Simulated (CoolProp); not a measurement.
Properties of dodecamethylcyclohexasiloxane (D6) along the isotherm 620 K.

Values from CoolProp's reference Helmholtz-energy equation of state, Colonna 2008. It is a short technical equation, of lower accuracy than the large ones.

```json
[
 {"p (MPa)": "0.24", "phase": "gas", "cp (kJ/(kg K))": "1.977", "speed of sound (m/s)": "94.46", "isothermal compressibility (1/MPa)": "4.809", "expansivity (1/kK)": "2.514"},
 {"p (MPa)": "0.481", "phase": "gas", "cp (kJ/(kg K))": "2.032", "speed of sound (m/s)": "77.23", "isothermal compressibility (1/MPa)": "3.047", "expansivity (1/kK)": "4.768"},
 {"p (MPa)": "0.721", "phase": "liquid", "cp (kJ/(kg K))": "2.441", "speed of sound (m/s)": "121.3", "isothermal compressibility (1/MPa)": "0.1673", "expansivity (1/kK)": "7.908"},
 {"p (MPa)": "0.961", "phase": "liquid", "cp (kJ/(kg K))": "2.360", "speed of sound (m/s)": "139.6", "isothermal compressibility (1/MPa)": "0.1181", "expansivity (1/kK)": "6.137"},
 {"p (MPa)": "1.2", "phase": "liquid", "cp (kJ/(kg K))": "2.315", "speed of sound (m/s)": "154.1", "isothermal compressibility (1/MPa)": "0.09280", "expansivity (1/kK)": "5.175"},
 {"p (MPa)": "1.44", "phase": "liquid", "cp (kJ/(kg K))": "2.285", "speed of sound (m/s)": "166.4", "isothermal compressibility (1/MPa)": "0.07698", "expansivity (1/kK)": "4.544"},
 {"p (MPa)": "1.68", "phase": "liquid", "cp (kJ/(kg K))": "2.263", "speed of sound (m/s)": "177.2", "isothermal compressibility (1/MPa)": "0.06604", "expansivity (1/kK)": "4.092"},
 {"p (MPa)": "1.92", "phase": "liquid", "cp (kJ/(kg K))": "2.246", "speed of sound (m/s)": "187.0", "isothermal compressibility (1/MPa)": "0.05799", "expansivity (1/kK)": "3.746"},
 {"p (MPa)": "2.16", "phase": "liquid", "cp (kJ/(kg K))": "2.233", "speed of sound (m/s)": "196.1", "isothermal compressibility (1/MPa)": "0.05178", "expansivity (1/kK)": "3.472"},
 {"p (MPa)": "2.4", "phase": "liquid", "cp (kJ/(kg K))": "2.222", "speed of sound (m/s)": "204.4", "isothermal compressibility (1/MPa)": "0.04683", "expansivity (1/kK)": "3.248"}
]
```
